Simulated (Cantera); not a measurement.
Premixed flame

A freely propagating, adiabatic, planar premixed flame of H2 : O2 : N2 = 1 : 0.806 : 3.03 (molar parts), equivalence ratio 0.62, unburnt at 400 K and 22000 Pa; mixture-averaged transport, grid criteria slope 0.08 and curve 0.16, no radiation.

Model: the H2/O2 subset of GRI-Mech 3.0, which has no nitrogen chemistry, integrated in Cantera. Burning velocities carry a grid error of a few per cent, more on coarse grids. Lean hydrogen flames are cellular in practice and burn faster than this planar one.

| z (mm) | T (K) | u (m/s) | x H2 | x O2 | x O | x H | x H2O | x HO2 |
|---|---|---|---|---|---|---|---|---|
| -7.90 | 400 | 1.97 | 0.207 | 0.167 | <1e-8 | <1e-8 | <1e-8 | <1e-8 |
| -5.27 | 400 | 1.97 | 0.207 | 0.167 | <1e-8 | <1e-8 | <1e-8 | <1e-8 |
| -3.95 | 400 | 1.97 | 0.207 | 0.167 | <1e-8 | <1e-8 | <1e-8 | <1e-8 |
| -2.63 | 400 | 1.96 | 0.206 | 0.167 | <1e-8 | <1e-8 | 4.48e-7 | 1.07e-7 |
| -1.32 | 419 | 2.04 | 0.197 | 0.168 | 2.75e-6 | 2.57e-5 | 0.000833 | 0.000111 |
| -0.658 | 653 | 3.09 | 0.159 | 0.164 | 0.000147 | 0.00328 | 0.0218 | 8.61e-5 |
| 0 | 1028 | 4.73 | 0.0845 | 0.134 | 0.00367 | 0.0192 | 0.0907 | 3.48e-5 |
| 0.658 | 1290 | 5.90 | 0.0285 | 0.0919 | 0.0102 | 0.0289 | 0.163 | 1.91e-5 |
| 1.32 | 1424 | 6.48 | 0.0159 | 0.0789 | 0.0119 | 0.0254 | 0.184 | 1.38e-5 |
| 2.63 | 1561 | 7.05 | 0.0129 | 0.0745 | 0.0106 | 0.0173 | 0.194 | 1.03e-5 |
| 5.27 | 1689 | 7.57 | 0.0101 | 0.0722 | 0.00793 | 0.00989 | 0.203 | 7.46e-6 |
| 10.5 | 1794 | 7.99 | 0.00673 | 0.0709 | 0.00505 | 0.00460 | 0.212 | 4.94e-6 |
| 21.1 | 1870 | 8.28 | 0.00363 | 0.0705 | 0.00265 | 0.00164 | 0.219 | 2.88e-6 |
x: mole fraction of selected species; z is measured from the peak of heat release.

| Item | Value |
|---|---|
| laminar burning velocity | 197 cm/s |
| thermal thickness | 2.63 mm |
| peak x(O) | 0.0119 |
| peak x(H) | 0.0289 |
| peak x(HO2) | 0.000152 |
| grid points | 119 |
